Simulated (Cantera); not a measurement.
Mixture: 10.9 % CH4, 6.55 % CO, 13.2 % O2, 49.7 % N2, 19.7 % H2O, at 1.00 bar, adiabatic and at constant pressure. Ignition delay is the time to a rise of 400 K.

Detailed kinetics in Cantera: GRI-Mech 3.0 (53 species, 325 reactions).

Predict: delay at 1050 K; delay at 1200 K; delay at 1350 K; delay at 1500 K; delay at 1650 K; apparent activation energy between 1500 and 1650 K.


```json
{
  "delay at 1050 K": "1.83 s",
  "delay at 1200 K": "0.153 s",
  "delay at 1350 K": "17.5 ms",
  "delay at 1500 K": "2.58 ms",
  "delay at 1650 K": "0.516 ms",
  "apparent activation energy between 1500 and 1650 K": "220 kJ/mol"
}
```
